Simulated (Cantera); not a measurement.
**Thermodynamics of boron, boron nitride and boron oxide, feed B + O2**

Charge: 1 mol B, 3.7 mol O2, at 0.133 bar.

These are equilibrium values from Cantera (NASA tables, ideal gas, pure condensed phases), not measurements of a reactor. Candidate condensed phases: B, B2O3; 10 gas species. Rates play no part.

```json
[
 {"T (K)": "823", "x O2": "1.00", "x B2O3": "<1e-12", "x BO2": "<1e-12", "x O": "<1e-12", "x BO": "<1e-12", "x B2O2": "<1e-12", "n B2O3(l)": "0.500"},
 {"T (K)": "1023", "x O2": "1.00", "x B2O3": "7.37e-11", "x BO2": "2.10e-10", "x O": "8.53e-10", "x BO": "<1e-12", "x B2O2": "<1e-12", "n B2O3(l)": "0.500"},
 {"T (K)": "1223", "x O2": "1.00", "x B2O3": "1.44e-7", "x BO2": "1.26e-7", "x O": "1.11e-7", "x BO": "<1e-12", "x B2O2": "<1e-12", "n B2O3(l)": "0.500"},
 {"T (K)": "1423", "x O2": "1.000", "x B2O3": "3.08e-5", "x BO2": "1.20e-5", "x O": "3.69e-6", "x BO": "7.51e-12", "x B2O2": "<1e-12", "n B2O3(l)": "0.500"},
 {"T (K)": "1623", "x O2": "0.998", "x B2O3": "0.00165", "x BO2": "0.000360", "x O": "5.20e-5", "x BO": "4.06e-9", "x B2O2": "5.19e-12", "n B2O3(l)": "0.495"},
 {"T (K)": "1823", "x O2": "0.959", "x B2O3": "0.0352", "x BO2": "0.00497", "x O": "0.000405", "x BO": "5.39e-7", "x B2O2": "2.49e-9", "n B2O3(l)": "0.384"},
 {"T (K)": "2023", "x O2": "0.843", "x B2O3": "0.133", "x BO2": "0.0226", "x O": "0.00200", "x BO": "1.57e-5", "x B2O2": "1.19e-7", "n B2O3(l)": "0"},
 {"T (K)": "2223", "x O2": "0.827", "x B2O3": "0.120", "x BO2": "0.0444", "x O": "0.00778", "x BO": "0.000134", "x B2O2": "8.32e-7", "n B2O3(l)": "0"},
 {"T (K)": "2423", "x O2": "0.798", "x B2O3": "0.103", "x BO2": "0.0744", "x O": "0.0240", "x BO": "0.000775", "x B2O2": "3.94e-6", "n B2O3(l)": "0"}
]
```
x: gas mole fraction; n: condensed amount in mol.

From 823 K to 1823 K the condensed part is B2O3(l). From 2023 K to 2423 K nothing is condensed.
